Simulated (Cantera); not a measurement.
An isothermal, constant-pressure homogeneous reactor starts with NH3 : H2 = 1 : 15 (molar parts), at 2175 K and 100.0 Torr.

Model: the gas-phase N/H chemistry of the illustrative SiF4/NH3 mechanism in the Surface Chemkin manual (1991), integrated in Cantera. Walls and surfaces, which speed up NH3 decomposition in real reactors, are not modelled.

One state of this run: x NH3 = 7.45e-6; x H2 = 0.958; x N2 = 0.0292; x N2H2 = 1.18e-12; x N2H4 = <1e-12. x: mole fraction; the columns are a selection and need not sum to one.

Which value of t (s) does it belong to?
A) 0.0658
B) 0.00854
C) 0.0237
D) 1.40

D, 1.40
